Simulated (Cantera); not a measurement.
An adiabatic, constant-pressure homogeneous reactor starts with H₂ : O₂ : N₂ : H₂O = 1 : 1.61 : 5.32 : 2 (molar parts), at 1800 K and 100000 Pa.

Cantera simulation using GRI-Mech 3.0 (53 species, 325 reactions); the numbers are that mechanism's predictions, not measurements.

**Question.** Predict: time of steepest temperature rise; temperature at 0.100 s; equilibrium temperature; x(H₂) at 0.100 s; x(O₂) at 0.100 s; x(H₂O) at 0.100 s; x(H) at 0.100 s; x(NO) at 0.100 s; x(O) at 0.100 s; x(N₂O) at 0.100 s.

**Answer.** 
| Quantity | Value |
|---|---|
| time of steepest temperature rise | 9.40 µs |
| temperature at 0.100 s | 2340 K |
| equilibrium temperature | 2338 K |
| x(H₂) at 0.100 s | 0.00243 (gas-phase equilibrium 0.00240) |
| x(O₂) at 0.100 s | 0.110 (gas-phase equilibrium 0.109) |
| x(H₂O) at 0.100 s | 0.307 (gas-phase equilibrium 0.307) |
| x(H) at 0.100 s | 0.000590 (gas-phase equilibrium 0.000580) |
| x(NO) at 0.100 s | 0.00870 (gas-phase equilibrium 0.0103) |
| x(O) at 0.100 s | 0.00208 (gas-phase equilibrium 0.00205) |
| x(N₂O) at 0.100 s | 4.71e-7 (gas-phase equilibrium 4.80e-7) |
